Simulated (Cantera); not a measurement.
A closed system holds: 1 mol C₃H₆, 0.08 mol O₂, 0.87 mol H₂, 0.67 mol NH₃, at 2298 K and 210 Pa.

These are equilibrium values from Cantera (NASA tables, ideal gas, pure condensed phases), not measurements of a reactor. Candidate condensed phases: C, C₆H₆, C₇H₈, C₈H₁₈, H₂O; 136 gas species. Rates play no part.

Base state: H₂ 0.730, H 0.179, N₂ 0.0524, CO 0.0271, HCN 0.00799, C₂H₂ (acetylene) 0.00312, HNC 0.000726, CN 8.28e-5 (mole fractions); condensed: C(graphite).

What changes in the equilibrium state with this change: O₂ from 0.08 to 0.88 mol?


| species | before | after |
|---|---|---|
| H₂ | 0.730 | 0.561 |
| CO | 0.0271 | 0.233 |
| H | 0.179 | 0.156 |
| N₂ | 0.0524 | 0.0409 |
| C₂H₂ (acetylene) | 0.00312 | 0.00240 |
| HNC | 0.000726 | 0.000562 |
| C(graphite), mol | 2.75 | 1.15 |

What changes in the equilibrium state with this change: O₂ from 0.08 to 0.2 mol?


```tsv
species	before	after
H₂	0.730	0.699
H	0.179	0.175
CO	0.0271	0.0651
N₂	0.0524	0.0503
C₂H₂ (acetylene)	0.00312	0.00299
HCN	0.00799	0.00765
C(graphite), mol	2.75	2.51
```
